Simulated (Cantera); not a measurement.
## Equilibrium for metals in furnace atmospheres: Cu + O2 + H2

A closed system holds: 1 mol Cu, 0.038 mol O2, 3 mol H2, at 1330 Pa.

Equilibrium computed with Cantera from the NASA thermochemical tables; the gas is ideal and each condensed phase is pure. Candidate condensed phases: Cu, CuO, Cu(OH)2, Cu2O, H2O; 12 gas species. The numbers say what is thermodynamically allowed, not how fast it happens.

From 675 K to 1275 K the condensed part is Cu(s). From 1475 K to 1875 K the condensed part is Cu(l).

| T (K) | log p H2 | log p Cu | log p H2O | log p H | n Cu(s) | n Cu(l) |
|---|---|---|---|---|---|---|
| 675 | -1.89 | <-13 | -3.47 | <-13 | 1.00 | 0 |
| 875 | -1.89 | -13.30 | -3.47 | -11.24 | 1.00 | 0 |
| 1075 | -1.89 | -9.59 | -3.47 | -8.78 | 1.00 | 0 |
| 1275 | -1.89 | -7.06 | -3.47 | -7.08 | 1.000 | 0 |
| 1475 | -1.89 | -5.27 | -3.47 | -5.83 | 0 | 0.999 |
| 1675 | -1.89 | -3.94 | -3.48 | -4.88 | 0 | 0.974 |
| 1875 | -1.93 | -2.91 | -3.52 | -4.15 | 0 | 0.689 |
log p: log10 of the partial pressure in bar; n: condensed amount in mol.
